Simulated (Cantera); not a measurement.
Feed: 1 mol Fe(CO)5, 0.8 mol CO, 5.4 mol N2, at 1250 K and 100 Torr.

Equilibrium computed with Cantera from the NASA thermochemical tables; the gas is ideal and each condensed phase is pure. Candidate condensed phases: C, Fe, Fe(CO)5, FeO, Fe2O3, Fe3O4; 27 gas species. Condensed phases not in the tables: cementite and carbon dissolved in iron. Kinetics and transport are ignored.

Base state: CO 0.517, N2 0.482, CO2 0.000343 (mole fractions); condensed: C(graphite) + Fe(γ).

What changes in the equilibrium state with this change: temperature from 1250 K to 1123 K?


```
species             before    after
----------------  --------  -------
CO                   0.517    0.515
N2                   0.482    0.483
CO2               0.000343  0.00213
C(graphite), mol   0.00384   0.0238
Fe(γ), mol            1.00        0
Fe(α), mol               0     1.00
```
